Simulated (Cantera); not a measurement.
Mixture: CH₄ : C₂H₆ : O₂ : N₂ = 1 : 0.058 : 1.16 : 4.36 (molar parts), at 750 Torr, adiabatic and at constant pressure. Ignition delay is the time to a rise of 400 K.

Computed with Cantera and GRI-Mech 3.0 (53 species, 325 reactions).

Question: Predict: delay at 1250 K; delay at 1325 K; delay at 1400 K; delay at 1475 K; delay at 1550 K; apparent activation energy between 1400 and 1550 K.

Answer: 
```json
{
 "delay at 1250 K": "8.25 ms",
 "delay at 1325 K": "3.46 ms",
 "delay at 1400 K": "1.48 ms",
 "delay at 1475 K": "0.662 ms",
 "delay at 1550 K": "0.316 ms",
 "apparent activation energy between 1400 and 1550 K": "190 kJ/mol"
}
```
